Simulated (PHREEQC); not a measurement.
A solution holds 7.4 mmol/kgw CaCl2, 0.9 mmol/kgw Na2SO4 and 0.042 mmol/kgw MgSO4, at 20 °C. Closed to the air; pH follows from the charge balance.

Computed with PHREEQC (ion-association model, wateq4f.dat).

```json
[
 {"quantity": "pH", "before": "7.06", "after": "7.09"},
 {"quantity": "SO4-2 (mol/kgw)", "before": "0.000656", "after": "0.000914"},
 {"quantity": "NaSO4- (mol/kgw)", "before": "3.20e-6", "after": "5.30e-6"},
 {"quantity": "HSO4- (mol/kgw)", "before": "3.22e-9", "after": "4.79e-9"},
 {"quantity": "SI of Mirabilite (Na2SO4:10H2O)", "before": "-7.70", "after": "-7.45"}
]
```

Problem. What was changed between the two runs?
A) diluted 2-fold with water
B) MgSO4 from 4.2e-05 to 4.2e-06 mol/kgw
C) CaCl2 replaced by LiCl at the same molality
D) MgSO4 replaced by MnSO4 at the same molality

Solution. C, CaCl2 replaced by LiCl at the same molality

This is a speciation only: nothing precipitates in the calculation.
